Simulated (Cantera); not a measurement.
Feed: 1 mol SiCl4, 0.08 mol O2, 70 mol N2, 1.7 mol H2O, held at 58.0 Pa.

Method: chemical equilibrium by Gibbs-energy minimisation in Cantera with the NASA 1993 tables (ideal gas, pure condensed phases). Candidate condensed phases: H2O, NH4Cl, Si, SiO2, Si2N2O, Si3N4; 47 gas species. The tables hold silica as quartz up to 1696 K and as liquid above; real silica turns to tridymite and cristobalite and melts near 1996 K. Equilibrium is a limit: real reactors are often held back by kinetics, nucleation or transport.

Question: What share of the Si ends up in condensed phases as a function of T (K), at 1123, 1198, 1273, 1348, 1423, 1498, 1573, 1648, 1723, 1798, 1873, 1948?

Answer: 
| T (K) | Si condensed (%) | as |
|---|---|---|
| 1123 | 93.0 | SiO2(β-quartz) |
| 1198 | 93.0 | SiO2(β-quartz) |
| 1273 | 93.0 | SiO2(β-quartz) |
| 1348 | 93.0 | SiO2(β-quartz) |
| 1423 | 92.9 | SiO2(β-quartz) |
| 1498 | 90.6 | SiO2(β-quartz) |
| 1573 | 86.4 | SiO2(β-quartz) |
| 1648 | 85.9 | SiO2(β-quartz) |
| 1723 | 84.1 | SiO2(condensed) |
| 1798 | 75.8 | SiO2(condensed) |
| 1873 | 55.0 | SiO2(condensed) |
| 1948 | 5.1 | SiO2(condensed) |
